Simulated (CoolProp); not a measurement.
A single-stage vapour-compression cycle with R142b: evaporating at 311.15 K (dew point), condensing at 362.15 K (bubble point), superheat 2 K, subcooling 8 K, compressor efficiency 0.9, no pressure losses. Each further row changes one setting.

Model: reference Helmholtz-energy equation of state, Lemmon 2006, in CoolProp. It is a short technical equation, of lower accuracy than the large ones.

```
case                              cooling COP  pressure ratio  discharge temperature (K)  refrigerating effect (kJ/kg)  volumetric capacity (kJ/m³)
--------------------------------  -----------  --------------  -------------------------  ----------------------------  ---------------------------
as stated                                 [?]            3.37                      366.4                           133                         2880
evaporating temperature 316.15 K         5.02             [?]                        [?]                           136                         3380
condensing temperature 357.15 K          5.01             [?]                      361.2                           141                         3050
subcooling 13 K                           [?]            3.37                      366.4                           141                         3050
superheat 12 K                            [?]            3.37                      375.5                           143                          [?]
compressor efficiency 0.8                 [?]            3.37                      369.4                           133                         2880
```

**Question.** What belongs in the gaps?

**Answer.** 
- as stated, cooling COP: 4.35
- evaporating temperature 316.15 K, pressure ratio: 2.94
- evaporating temperature 316.15 K, discharge temperature (K): 366.1
- condensing temperature 357.15 K, pressure ratio: 3.04
- subcooling 13 K, cooling COP: 4.60
- superheat 12 K, cooling COP: 4.42
- superheat 12 K, volumetric capacity (kJ/m³): 2950
- compressor efficiency 0.8, cooling COP: 3.87
